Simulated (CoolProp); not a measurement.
Vapour-liquid equilibrium of cis-2-butene (1) + acetone (2) at 0.56 MPa; x and y are mole fractions of (1).

Model: multi-fluid Helmholtz-energy mixture model, Lemmon 2005 and Lemmon 2006; pair parameters Bell 2016, in CoolProp.

```tsv
x	bubble temperature, mixture model (K)	bubble temperature, Raoult's law (K)	y, mixture model	y, Raoult's law
0.05	380.0	384.7	0.223	0.158
0.125	…	377.7	0.452	0.347
0.2	359.1	371.5	0.592	0.490
0.275	352.6	365.9	0.679	0.601
0.35	347.9	360.9	…	0.688
0.425	…	356.3	0.777	0.757
0.5	341.9	352.2	…	0.813
0.575	339.8	348.4	0.832	0.858
0.65	338.1	344.9	0.854	0.895
0.725	336.6	341.7	0.877	0.925
0.8	335.2	338.8	0.902	0.950
0.875	333.8	336.0	0.931	0.972
0.95	332.6	333.4	0.968	0.990
```

Q: Fill in the missing entries.

A: 
- 0.125, bubble temperature, mixture model (K): 368.0
- 0.35, y, mixture model: 0.737
- 0.425, bubble temperature, mixture model (K): 344.5
- 0.5, y, mixture model: 0.807

The largest gap from Raoult's law is -13.3 K in bubble temperature, at x = 0.275. No azeotrope shows between x = 0.05 and 0.95.

The pair parameters rest on a limited set of measurements; away from them the model extrapolates.
